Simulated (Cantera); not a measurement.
An isothermal plug-flow reactor at 975 K and 29000 Pa (inlet), inlet velocity 0.16 m/s, active area per volume 330 1/m; feed 0.253 % CH4, 28.0 % O2, 71.3 % N2, 0.514 % H2O, equivalence ratio 0.018.

Detailed kinetics in Cantera: Deutschmann's 1995 Pt surface mechanism with GRI-Mech 3.0 gas chemistry. Catalytic surfaces can have several steady states; this one follows from the mechanism file's or the stated starting coverage. Mass transfer to the wall is taken as infinitely fast.

x: gas mole fraction; θ: surface coverage.

```tsv
z (m)	x CH4	x O2	x H2O	x CO2	x CO	θ free Pt	θ O*	θ OH*
0.0004	0.00241	0.279	0.00537	?	1.09e-6	0.182	0.817	0.000751
0.00072	0.00232	0.279	0.00555	?	1.05e-6	0.182	0.817	0.000763
0.0013	0.00217	0.279	0.00585	?	9.83e-7	0.182	0.817	0.000784
0.0023	0.00193	0.278	0.00633	?	8.75e-7	0.182	0.817	0.000815
0.004	0.00158	0.278	0.00703	?	7.18e-7	0.182	0.817	0.000858
0.0072	0.00108	0.277	0.00801	?	4.96e-7	0.182	0.817	0.000916
0.013	0.000543	0.276	0.00908	?	2.57e-7	0.182	0.817	0.000975
0.023	0.000165	0.275	0.00983	0.00234	8.80e-8	0.182	0.817	0.00102
0.04	2.19e-5	0.275	0.0101	0.00248	2.06e-8	0.182	0.817	0.00103
```

Question: What belongs in the gaps?

Answer: 
- 0.0004, x CO2: 0.000114
- 0.00072, x CO2: 0.000202
- 0.0013, x CO2: 0.000354
- 0.0023, x CO2: 0.000592
- 0.004, x CO2: 0.000939
- 0.0072, x CO2: 0.00143
- 0.013, x CO2: 0.00196
